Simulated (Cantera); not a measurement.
A perfectly stirred reactor is fed with CO : H2 : O2 : N2 = 1 : 0.19 : 0.902 : 3.39 (molar parts), equivalence ratio 0.66, at 920000 Pa; it is adiabatic with a 375 K inlet, and is followed from long to short residence time, starting on the burning branch (τ in s: 0.092, 0.049, 0.026, 0.014, 0.0076, 0.0041, 0.0022, 0.0012, 0.00063, 0.00034, 0.00018, 9.6e-05).

Model: GRI-Mech 3.0 (53 species, 325 reactions), integrated in Cantera. The hydrogen kinetics of GRI-Mech 3.0 are dated; newer H2 mechanisms differ, most at raised pressure.

One state of this run: T (K) = 2118; x CO = 0.00130; x H2 = 4.54e-5; x O2 = 0.0625; x H = 9.73e-6; x OH = 0.00103; x NO2 = 2.93e-6. x: mole fraction; the columns are a selection and need not sum to one.

**Question.** Which value of τ (s) does it belong to?
A) 0.049
B) 0.014
C) 0.0022
D) 0.00034

**Answer.** A, 0.049
